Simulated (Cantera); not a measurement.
Charge: 1 mol BN, 7.1 mol N2, held at 2.20 mbar.

Method: chemical equilibrium by Gibbs-energy minimisation in Cantera with the NASA 1993 tables (ideal gas, pure condensed phases). Candidate condensed phases: B, BN; 5 gas species. Equilibrium is a limit: real reactors are often held back by kinetics, nucleation or transport. All values below are at 2098 K.

Base state: N2 1.000, B 0.000133 (mole fractions); condensed: BN(s).

### Question
What changes in the equilibrium state with this change: BN replaced by AlN?

### Answer
| species | before | after |
|---|---|---|
| N2 | 1.000 | 0.884 |
| Al | 0 | 0.116 |
| B | 0.000133 | 0 |
| BN(s), mol | 0.999 | 0 |
Further candidate phases: Al, AlN.
